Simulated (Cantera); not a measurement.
**Silicon etching in halogen gases: Si + HBr**

Charge: 1 mol Si, 1.8 mol HBr, held at 0.270 bar.

Equilibrium computed with Cantera from the NASA thermochemical tables; the gas is ideal and each condensed phase is pure. Candidate condensed phases: Br2, Si; 19 gas species. The tables' values for SiBr3 are old estimates; treat these amounts as uncertain. Kinetics and transport are ignored.

```
T (°C)   x H2  x SiBr4    x HBr  x SiHBr3   x SiBr2   x SiBr3  n Si(s)
------  -----  -------  -------  --------  --------  --------  -------
475     0.658    0.319  0.00247    0.0201   4.17e-6   2.01e-5    0.544
525     0.656    0.317  0.00475    0.0212   1.92e-5   5.94e-5    0.544
575     0.653    0.315  0.00843    0.0221   7.38e-5  0.000154    0.545
625     0.649    0.313   0.0140    0.0228  0.000243  0.000359    0.546
675     0.643    0.309   0.0219    0.0234  0.000699  0.000759    0.548
725     0.636    0.304   0.0327    0.0237   0.00180   0.00148    0.551
775     0.625    0.297   0.0466    0.0238   0.00422   0.00269    0.553
825     0.612    0.286   0.0639    0.0236   0.00904   0.00457    0.555
875     0.595    0.272   0.0844    0.0229    0.0179   0.00731    0.556
```
x: gas mole fraction; n: condensed amount in mol.

From 475 °C to 875 °C the condensed part is Si(s). The main Si-bearing gas is SiBr4 throughout.
